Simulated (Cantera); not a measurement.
An isothermal, constant-pressure homogeneous reactor starts with C2H4 : H2 = 1 : 16 (molar parts), at 1000 K and 0.0133 bar. Integrator tolerance rtol = 1e-08.

Cantera simulation using GRI-Mech 3.0 (53 species, 325 reactions); the numbers are that mechanism's predictions, not measurements. GRI-Mech 3.0 was tuned for natural gas; its chemistry of ethylene as a main component is partial and can be far from experiment. GRI-Mech 3.0 stops at C3 and has no aromatics, soot or wall deposition, so with more carbon than oxygen in the feed, carbon stays in small species such as C2H2 where larger ones or solid carbon would form. Radical loss at walls, strong at low pressure, is not modelled.

Task: What does this change do: C2H4 1 to 7.5 parts?

Result: 
```json
[
 {"quantity": "x(C2H4) at 300 s", "before": "0.0487 (gas-phase equilibrium 0.000100)", "after": "0.273 (gas-phase equilibrium 0.0447)"},
 {"quantity": "x(H2) at 300 s", "before": "0.937 (gas-phase equilibrium 0.875)", "after": "0.672 (gas-phase equilibrium 0.231)"},
 {"quantity": "x(CH4) at 300 s", "before": "0.00797 (gas-phase equilibrium 0.125)", "after": "0.0229 (gas-phase equilibrium 0.696)"},
 {"quantity": "x(H) at 300 s", "before": "6.70e-7 (gas-phase equilibrium 1.85e-8)", "after": "4.61e-7 (gas-phase equilibrium 9.51e-9)"},
 {"quantity": "x(CH3) at 300 s", "before": "1.13e-7 (gas-phase equilibrium 4.56e-8)", "after": "3.24e-7 (gas-phase equilibrium 4.95e-7)"},
 {"quantity": "x(CH2) at 300 s", "before": "<1e-12 (gas-phase equilibrium <1e-12)", "after": "<1e-12 (gas-phase equilibrium <1e-12)"},
 {"quantity": "x(C2H) at 300 s", "before": "<1e-12 (gas-phase equilibrium <1e-12)", "after": "<1e-12 (gas-phase equilibrium <1e-12)"}
]
```
